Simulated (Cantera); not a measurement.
Charge: 1 mol C₃H₆, 0.022 mol CO₂, 2 mol O₂, equilibrated at 1773 K and 0.100 bar.

These are equilibrium values from Cantera (NASA tables, ideal gas, pure condensed phases), not measurements of a reactor. Candidate condensed phases: C, C₆H₆, C₇H₈, C₈H₁₈, H₂O; 110 gas species. Equilibrium is a limit: real reactors are often held back by kinetics, nucleation or transport.

Base state: CO 0.459, H₂ 0.371, H₂O 0.127, CO₂ 0.0425, H 0.000548, OH 1.17e-5 (mole fractions); condensed: gas only.

Q: What changes in the equilibrium state with this change: CO₂ from 0.022 to 1.8 mol?

A: 
| species | before | after |
|---|---|---|
| CO | 0.459 | 0.466 |
| H₂O | 0.127 | 0.209 |
| H₂ | 0.371 | 0.175 |
| CO₂ | 0.0425 | 0.150 |
| OH | 1.17e-5 | 2.79e-5 |
| H | 0.000548 | 0.000377 |

Q: What changes in the equilibrium state with this change: temperature from 1773 K to 2950 K?

A: 
```
species    before    after
-------  --------  -------
CO          0.459    0.416
H₂          0.371    0.233
H        0.000548    0.206
O         1.34e-8   0.0132
OH        1.17e-5   0.0242
CO₂        0.0425   0.0209
H₂O         0.127   0.0855
O₂        2.05e-9  0.00192
```

Q: What changes in the equilibrium state with this change: temperature from 1773 K to 2200 K?

A: 
| species | before | after |
|---|---|---|
| CO | 0.459 | 0.466 |
| H₂ | 0.371 | 0.355 |
| H₂O | 0.127 | 0.135 |
| H | 0.000548 | 0.0106 |
| CO₂ | 0.0425 | 0.0334 |
| O | 1.34e-8 | 1.17e-5 |
| OH | 1.17e-5 | 0.000562 |
